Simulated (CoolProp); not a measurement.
The numbers come from the reference Helmholtz-energy equation of state, Zhou 2012 in CoolProp.

### Question
For m-xylene, give the phase and the density (kg/m³), viscosity (µPa s), fugacity coefficient at 620 K and 1.77 MPa; 620 K and 3.18 MPa.

### Answer
- 620 K and 1.77 MPa: gas; density 45.9, viscosity 14.1, fugacity coefficient 0.826
- 620 K and 3.18 MPa: gas; density 120, viscosity 15.9, fugacity coefficient 0.690

Viscosity comes from a separate model (Cao 2016).
